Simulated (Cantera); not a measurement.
## SiF4 + O3 + H2 (silicon oxide and oxynitride deposition)

Feed: 1 mol SiF4, 1 mol O3, 16 mol H2, held at 13300 Pa.

Equilibrium computed with Cantera from the NASA thermochemical tables; the gas is ideal and each condensed phase is pure. Candidate condensed phases: H2O, Si, SiO2; 38 gas species. The tables hold silica as quartz up to 1696 K and as liquid above; real silica turns to tridymite and cristobalite and melts near 1996 K. The numbers say what is thermodynamically allowed, not how fast it happens.

```tsv
T (K)	log p H2	log p HF	log p H2O	log p SiF4	log p SiHF3	n SiO2(α-quartz)	n SiO2(β-quartz)
723	-1.00	-2.11	-1.71	-2.24	-9.53	0.249	0
773	-1.00	-2.01	-1.74	-2.28	-9.03	0.315	0
823	-1.00	-1.93	-1.77	-2.32	-8.60	0.382	0
873	-1.00	-1.86	-1.79	-2.38	-8.22	0	0.450
923	-1.00	-1.80	-1.82	-2.43	-7.90	0	0.517
973	-1.01	-1.76	-1.85	-2.50	-7.61	0	0.579
1023	-1.01	-1.72	-1.88	-2.56	-7.36	0	0.637
1073	-1.01	-1.68	-1.91	-2.63	-7.14	0	0.689
1123	-1.01	-1.66	-1.94	-2.70	-6.94	0	0.736
1173	-1.01	-1.63	-1.96	-2.78	-6.77	0	0.777
```
log p: log10 of the partial pressure in bar; n: condensed amount in mol.

From 723 K to 823 K the condensed part is SiO2(α-quartz). From 873 K to 1173 K the condensed part is SiO2(β-quartz). The main Si-bearing gas is SiF4 throughout. The share of Si in condensed phases is highest at 1173 K (77.7 %) and lowest at 723 K (24.9 %).
